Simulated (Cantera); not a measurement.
A closed system holds: 1 mol CF4, 0.54 mol H2, at 0.000210 bar.

These are equilibrium values from Cantera (NASA tables, ideal gas, pure condensed phases), not measurements of a reactor. Candidate condensed phases: C, C6H6, C7H8, C8H18; 95 gas species. Kinetics and transport are ignored. All values below are at 2848 K.

Base state: F 0.653, HF 0.177, H 0.0557, C3 0.0460, CF 0.0300, C 0.0292, C2 0.00816, CF2 0.000661 (mole fractions); condensed: gas only.

**Question.** What changes in the equilibrium state with this change: H2 from 0.54 to 0.099 mol?

**Answer.** 
```csv
species,before,after
F,0.653,0.831
C3,0.0460,0.0468
CF,0.0300,0.0384
HF,0.177,0.0360
H,0.0557,0.00891
C,0.0292,0.0294
H2,6.97e-5,1.79e-6
C2H,9.15e-5,1.48e-5
```
